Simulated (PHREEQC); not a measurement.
## Copper plating or etch bath

Make-up at 25 °C: 0.016 mol/kgw Cu(BF4)2 and 7.7e-05 mol/kgw H3BO3. Closed to the air; pH follows from the charge balance.

Model: ion-association model, wateq4f.dat, run in PHREEQC.

No solid was allowed to form.

Question: Predict the pH, ionic strength.

Answer: pH 2.81; ionic strength 0.0491 mol/kgw.

Question: In which forms is F present?

Answer: BF4- 88 %, BF3OH- 4.8 %, HF 3.9 %, F- 2.1 %, BF2(OH)2- 0.9 % of the F.

Complexes and solids missing from the database can't appear. Real BF4- forms and hydrolyses slowly; the run takes it at equilibrium.
